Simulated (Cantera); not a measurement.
Feed: 1 mol n-butane, 0.055 mol O₂, equilibrated at 74.0 bar.

These are equilibrium values from Cantera (NASA tables, ideal gas, pure condensed phases), not measurements of a reactor. Candidate condensed phases: C, C₆H₆, C₇H₈, C₈H₁₈, H₂O; 110 gas species. The ideal-gas law is rough above about 30 bar. Rates play no part.

log p: log10 of the partial pressure in bar; n: condensed amount in mol.

```tsv
T (K)	log p H₂	log p CH₄	log p CO	log p C₂H₂ (acetylene)	log p H	n C(graphite)
1925	1.84	0.40	0.21	-1.50	-2.10	3.71
2025	1.85	…	0.21	…	…	3.75
2125	1.85	…	0.21	…	…	3.76
2225	1.85	0.10	0.21	-0.68	-1.26	3.77
2325	1.85	0.01	0.21	-0.46	-1.03	3.77
2425	1.85	-0.07	0.21	-0.26	-0.82	3.75
2525	1.85	-0.14	0.21	-0.07	-0.63	3.71
2625	1.85	-0.22	0.20	0.10	-0.45	3.66
```

Complete the blanks.


- 2025, log p CH₄: 0.29
- 2025, log p C₂H₂ (acetylene): -1.20
- 2025, log p H: -1.79
- 2125, log p CH₄: 0.19
- 2125, log p C₂H₂ (acetylene): -0.93
- 2125, log p H: -1.52
